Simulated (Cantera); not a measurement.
An isothermal, constant-pressure homogeneous reactor starts with CO : O2 : H2O : N2 = 0.0029 : 0.0023 : 0.0063 : 1 (molar parts), at 1225 K and 3.50 bar.

Model: GRI-Mech 3.0 (53 species, 325 reactions), integrated in Cantera.

x: mole fraction; the columns are a selection and need not sum to one.

| t (s) | x CO | x O2 | x H2O | x H2 | x NO2 |
|---|---|---|---|---|---|
| 1.00e-5 | 0.00287 | 0.00227 | 0.00623 | <1e-12 | <1e-12 |
| 3.35e-5 | 0.00287 | 0.00227 | 0.00623 | <1e-12 | <1e-12 |
| 0.000112 | 0.00287 | 0.00227 | 0.00623 | 4.54e-12 | <1e-12 |
| 0.000376 | 0.00287 | 0.00227 | 0.00623 | 1.61e-10 | <1e-12 |
| 0.00126 | 0.00287 | 0.00227 | 0.00623 | 1.19e-8 | <1e-12 |
| 0.00422 | 0.00244 | 0.00208 | 0.00616 | 4.94e-5 | 1.59e-11 |
| 0.0141 | 0.000513 | 0.00111 | 0.00619 | 3.22e-5 | 2.53e-10 |
| 0.0474 | [?] | 0.000871 | 0.00623 | [?] | [?] |
| 0.159 | 4.19e-6 | 0.000843 | 0.00624 | 4.36e-7 | 2.00e-9 |
| 0.532 | 1.56e-7 | 0.000841 | 0.00624 | 3.43e-8 | 7.52e-10 |
| 1.78 | 6.25e-9 | 0.000841 | 0.00624 | 7.23e-9 | 2.62e-10 |
| 5.97 | 1.89e-9 | 0.000841 | 0.00624 | 2.69e-9 | 1.32e-10 |
| 20.0 | 1.65e-9 | 0.000841 | 0.00624 | 2.45e-9 | 1.24e-10 |

Problem. Complete the blanks.

Solution. 
- 0.0474, x CO: 5.82e-5
- 0.0474, x H2: 4.92e-6
- 0.0474, x NO2: 1.18e-9
